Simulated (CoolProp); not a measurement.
A single-stage vapour-compression cycle with fluoroethane (R161): evaporating at 263.15 K (dew point), condensing at 300.15 K (bubble point), superheat 8 K, subcooling 5 K, compressor efficiency 0.65, no pressure losses. Each further row changes one setting.

Computed with CoolProp (reference Helmholtz-energy equation of state, Wu 2012).

```tsv
case	cooling COP	pressure ratio	discharge temperature (K)	refrigerating effect (kJ/kg)	volumetric capacity (kJ/m³)
as stated	4.04	3.15	343.6	333	2360
evaporating temperature 268.15 K	4.85	2.64	338.0	337	2820
condensing temperature 295.15 K	4.78	2.75	334.9	344	2440
subcooling 10 K	4.18	3.15	343.6	344	2440
superheat 18 K	4.01	3.15	354.1	345	2340
compressor efficiency 0.55	3.42	3.15	353.3	333	2360
```
